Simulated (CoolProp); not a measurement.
Vapour-liquid equilibrium of trans-2-butene (1) + acetone (2) at 1.04 bar; x and y are mole fractions of (1).

Computed with CoolProp (multi-fluid Helmholtz-energy mixture model, Lemmon 2005 and Lemmon 2006; pair parameters Bell 2016).

Give the bubble temperature and the first vapour's composition at x = 0.125, 0.275, 0.725. Is there an azeotrope?

x = 0.125: 26.6 °C, y = 0.710; x = 0.275: 13.1 °C, y = 0.858; x = 0.725: 4.8 °C, y = 0.928. No azeotrope shows between x = 0.05 and 0.95.

The pair parameters rest on a limited set of measurements; away from them the model extrapolates. With so large a gap from Raoult's law the liquid may split in two, which this calculation doesn't test in full.
